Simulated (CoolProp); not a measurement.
Vapour-liquid equilibrium of carbon dioxide (1) + propane (2) at 0.819 MPa; x and y are mole fractions of (1).

Values from CoolProp's multi-fluid Helmholtz-energy mixture model, Span 1996 and Lemmon 2009; pair parameters Kunz 2012.

Q: Give the bubble temperature and the first vapour's composition at x = 0.05, 0.55, 0.95. Is there an azeotrope?

A: x = 0.05: 5.6 °C, y = 0.311; x = 0.55: -40.0 °C, y = 0.902; x = 0.95: -44.8 °C, y = 0.974. No azeotrope shows between x = 0.05 and 0.95.

The pair parameters rest on a limited set of measurements; away from them the model extrapolates. With so large a gap from Raoult's law the liquid may split in two, which this calculation doesn't test in full.
